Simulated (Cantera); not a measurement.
Input (Python, Cantera):

```python
import numpy as np
import cantera as ct

gas = ct.Solution("gri30.yaml")
gas.TPX = 1300, 101325, {'CH4': 1, 'O2': 2.06, 'N2': 7.75}
reactor = ct.IdealGasReactor(gas, energy="on", clone=False)
net = ct.ReactorNet([reactor])
net.rtol, net.atol = 1e-08, 1e-16
show = ['CH4', 'O2', 'O', 'C2H2', 'H2O', 'N2O', 'HCO']
times = np.geomspace(3e-06, 0.9, 11)

steps = ct.SolutionArray(gas, extra=["t"])
rows = []
print(f"{'t/s':>10s}{'T/K':>9s}{'P/Pa':>11s}" + "".join(f"{s:>11s}" for s in show))
for t in times:
    while net.time < t:
        t_next = net.step()
        steps.append(gas.state, t=t_next)
    rows.append([np.interp(t, steps.t, y) for y in (steps.T, steps.P, *steps(*show).X.T)])
    print(f"{t:10.3e}{rows[-1][0]:9.1f}{rows[-1][1]:11.4g}" + "".join(f"{x:11.3e}" for x in rows[-1][2:]))
rate = np.gradient(steps.T, steps.t)
print("integrator steps:", len(steps.t))
if steps.T.max() > steps.T[0] + 200:
    print(f"time of steepest temperature rise: {steps.t[rate.argmax()]:.4e} s")
gas.TPX = 1300, 101325, {'CH4': 1, 'O2': 2.06, 'N2': 7.75}
gas.equilibrate("UV")
print(f"equilibrium (UV): T = {gas.T:.1f} K  " + "  ".join(f"{s} {gas[s].X[0]:.3e}" for s in show))
```

It prints:

```
       t/s      T/K       P/Pa        CH4         O2          O       C2H2        H2O        N2O        HCO
 3.000e-06   1300.0  1.013e+05  9.251e-02  1.906e-01  5.677e-11  1.745e-23  3.099e-10  1.887e-15  6.659e-17
 1.059e-05   1300.0  1.013e+05  9.251e-02  1.906e-01  7.855e-11  6.472e-21  2.191e-09  1.362e-14  8.998e-16
 3.737e-05   1300.0  1.013e+05  9.251e-02  1.906e-01  1.487e-10  1.605e-18  1.703e-08  1.320e-13  1.209e-14
 1.319e-04   1300.0  1.013e+05  9.251e-02  1.906e-01  4.688e-10  3.636e-16  2.188e-07  1.444e-12  1.881e-13
 4.656e-04   1300.0  1.013e+05  9.250e-02  1.906e-01  2.724e-09  1.469e-13  4.007e-06  1.436e-11  5.069e-12
 1.643e-03   1300.4  1.014e+05  9.240e-02  1.905e-01  1.318e-08  1.183e-10  7.233e-05  8.725e-11  2.067e-10
 5.800e-03   1306.8  1.019e+05  9.130e-02  1.898e-01  4.597e-08  2.411e-08  9.049e-04  8.028e-10  3.960e-09
 2.047e-02   2839.9  2.311e+05  5.555e-15  2.149e-02  6.148e-03  8.753e-18  1.462e-01  9.198e-07  6.708e-08
 7.225e-02   2839.9  2.311e+05  5.555e-15  2.149e-02  6.148e-03  8.753e-18  1.462e-01  9.198e-07  6.708e-08
 2.550e-01   2839.9  2.311e+05  5.555e-15  2.149e-02  6.148e-03  8.753e-18  1.462e-01  9.198e-07  6.708e-08
 9.000e-01   2839.9  2.311e+05  5.555e-15  2.149e-02  6.148e-03  8.753e-18  1.462e-01  9.198e-07  6.708e-08
integrator steps: 2261
time of steepest temperature rise: 1.0910e-02 s
equilibrium (UV): T = 2839.9 K  CH4 7.279e-15  O2 2.149e-02  O 6.148e-03  C2H2 9.295e-18  H2O 1.462e-01  N2O 9.198e-07  HCO 6.708e-08
```

Model: GRI-Mech 3.0 (53 species, 325 reactions), integrated in Cantera.
